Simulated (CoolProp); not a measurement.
Properties of ethylene at several states (Tc = 282.4 K, pc = 50.42 bar, ω = 0.087).

The numbers come from the reference Helmholtz-energy equation of state, Smukala 2000 in CoolProp.

```json
[
 {"T (K)": "287.7", "p (bar)": "2.07", "phase": "gas", "density (kg/m³)": "2.460", "cp (kJ/(kg K))": "[?]", "Joule-Thomson coefficient (K/MPa)": "11.16", "isothermal compressibility (1/MPa)": "4.896", "fugacity coefficient": "0.9870"},
 {"T (K)": "344.9", "p (bar)": "7.96", "phase": "gas", "density (kg/m³)": "[?]", "cp (kJ/(kg K))": "1.745", "Joule-Thomson coefficient (K/MPa)": "7.094", "isothermal compressibility (1/MPa)": "1.294", "fugacity coefficient": "0.9719"},
 {"T (K)": "278.9", "p (bar)": "7.7", "phase": "gas", "density (kg/m³)": "9.864", "cp (kJ/(kg K))": "1.570", "Joule-Thomson coefficient (K/MPa)": "[?]", "isothermal compressibility (1/MPa)": "1.378", "fugacity coefficient": "0.9470"},
 {"T (K)": "392.3", "p (bar)": "1.76", "phase": "gas", "density (kg/m³)": "1.520", "cp (kJ/(kg K))": "1.869", "Joule-Thomson coefficient (K/MPa)": "[?]", "isothermal compressibility (1/MPa)": "5.705", "fugacity coefficient": "0.9960"},
 {"T (K)": "195.5", "p (bar)": "10.6", "phase": "liquid", "density (kg/m³)": "529.5", "cp (kJ/(kg K))": "2.494", "Joule-Thomson coefficient (K/MPa)": "-0.3116", "isothermal compressibility (1/MPa)": "[?]", "fugacity coefficient": "0.3358"},
 {"T (K)": "235.1", "p (bar)": "86.4", "phase": "liquid", "density (kg/m³)": "477.8", "cp (kJ/(kg K))": "2.636", "Joule-Thomson coefficient (K/MPa)": "-0.1081", "isothermal compressibility (1/MPa)": "[?]", "fugacity coefficient": "0.1818"}
]
```

**Question.** What belongs in the gaps?

**Answer.** 
- 287.7, cp (kJ/(kg K)): 1.515
- 344.9, density (kg/m³): 8.017
- 278.9, Joule-Thomson coefficient (K/MPa): 12.35
- 392.3, Joule-Thomson coefficient (K/MPa): 5.063
- 195.5, isothermal compressibility (1/MPa): 0.002863
- 235.1, isothermal compressibility (1/MPa): 0.005089
